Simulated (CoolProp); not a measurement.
Model: reference Helmholtz-energy equation of state, Lemmon 2022, in CoolProp.

Question: Give the vapour pressure (MPa), liquid density (kg/m³), vapour density (kg/m³), surface tension (mN/m) of saturated R1234yf at 172, 240, 274 K.

Answer: 
| T (K) | p (MPa) | liquid density (kg/m³) | vapour density (kg/m³) | surface tension (mN/m) |
|---|---|---|---|---|
| 172 | 0.000856 | 1450 | 0.0683 | 26.1 |
| 240 | 0.0859 | 1270 | 5.12 | 14.4 |
| 274 | 0.325 | 1170 | 18.1 | 9.34 |

Surface tension comes from a separate correlation (Mulero 2012).
